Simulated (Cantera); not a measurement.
Source: NASA polynomial tables (part measured, part estimated), evaluated in Cantera. Values are per mole of reaction as written; species without (g) are pure solids or liquids, kept so even where they would boil at 1 bar.

1.333 Fe + O₂(g) → 0.6667 Fe₂O₃

| T (K) | ΔH° (kJ) | ΔS° (J/K) | ΔG° (kJ) | log10 K | condensed phases |
|---|---|---|---|---|---|
| 750 | -542.6 | -168.9 | -415.9 | 28.97 | Fe(α), Fe₂O₃(s) |
| 825 | (withheld) | (withheld) | (withheld) | (withheld) | Fe(α), Fe₂O₃(s) |
| 900 | (withheld) | (withheld) | (withheld) | (withheld) | Fe(α), Fe₂O₃(s) |
| 975 | -538.3 | -163.8 | -378.6 | 20.28 | Fe(α), Fe₂O₃(s) |
| 1050 | -539.6 | -165.1 | -366.3 | 18.22 | Fe(α), Fe₂O₃(s) |
| 1125 | (withheld) | (withheld) | (withheld) | (withheld) | Fe(α), Fe₂O₃(s) |
| 1200 | -540.6 | -166.0 | -341.5 | 14.86 | Fe(γ), Fe₂O₃(s) |
| 1275 | -539.6 | -165.1 | -329.0 | 13.48 | Fe(γ), Fe₂O₃(s) |
| 1350 | -538.6 | -164.4 | -316.7 | 12.25 | Fe(γ), Fe₂O₃(s) |

Problem. Some entries are withheld; supply them.

Solution. 
- 825, ΔH° (kJ): -540.8
- 825, ΔS° (J/K): -166.6
- 825, ΔG° (kJ): -403.3
- 825, log10 K: 25.54
- 900, ΔH° (kJ): -539.1
- 900, ΔS° (J/K): -164.7
- 900, ΔG° (kJ): -390.9
- 900, log10 K: 22.69
- 1125, ΔH° (kJ): -540.3
- 1125, ΔS° (J/K): -165.7
- 1125, ΔG° (kJ): -353.9
- 1125, log10 K: 16.43
